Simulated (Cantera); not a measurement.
A Cantera script and what it prints.

```python
import numpy as np
import cantera as ct

gas_names = [...]  # 95 gases of nasa_gas.yaml made of C, F, H
cond_names = """
    C(gr) C6H6(L) C7H8(L) C8H18(L),n-octa
""".split()


# ... load() reads the species with a 1 bar reference pressure and builds the phases ...
atoms = {
    'CHF3': {'C': 1, 'H': 1, 'F': 3},
    'H2': {'H': 2},
}
top_T = {'C(gr)': 4500}  # K; cautious upper limits of use, not melting points


# ... equilibrate(T, P, feed) seeds the gas with the atoms and calls Mixture.equilibrate('TP', solver="vcs", rtol=1e-11, max_steps=5000) ...
results = []
feed = {'CHF3': 1, 'H2': 8.5}  # mol
P = 100000  # Pa
for T in [1850, 1950, 2050, 2150, 2250, 2350, 2450, 2550]:
    mix = equilibrate(T, P, feed)
    results.append((T, P, feed, dict(zip(mix.species_names, mix.species_moles))))

top = {s: max(r[3][s] / sum(r[3][g] for g in gas_names) for r in results) for s in gas_names}
cols = sorted((s for s in top if top[s] > 0.0001), key=lambda s: -top[s])[:5]
seen = [c for c in cond_names if any(r[3].get(c, 0) > 1e-12 for r in results)]
print("log10 of partial pressures in bar; condensed amounts in mol")
print(f"{'T/K':>10s}" + "".join(f"{s[:9]:>10s}" for s in cols + seen))
for T, P, feed, n in results:
    ng = sum(n[g] for g in gas_names)
    print(f"{T:10.4g}" + "".join(f"{np.log10(max(n[s] / ng * P / 1e5, 1e-99)):10.3f}" for s in cols)
          + "".join(f"{n.get(c, 0):10.4g}" for c in seen))
```

It prints:

```
log10 of partial pressures in bar; condensed amounts in mol
       T/K        H2        HF         H C2H2,acet       CH4     C(gr)
      1850    -0.147    -0.544    -3.342    -3.729    -3.477    0.9925
      1950    -0.147    -0.544    -3.014    -3.409    -3.607    0.9891
      2050    -0.148    -0.544    -2.718    -3.122    -3.724     0.982
      2150    -0.149    -0.545    -2.449    -2.862    -3.830    0.9692
      2250    -0.151    -0.545    -2.205    -2.626    -3.928    0.9485
      2350    -0.154    -0.546    -1.981    -2.412    -4.019    0.9164
      2450    -0.159    -0.548    -1.776    -2.218    -4.106    0.8693
      2550    -0.166    -0.550    -1.589    -2.042    -4.189    0.8025
```

Equilibrium computed with Cantera from the NASA thermochemical tables; the gas is ideal and each condensed phase is pure.
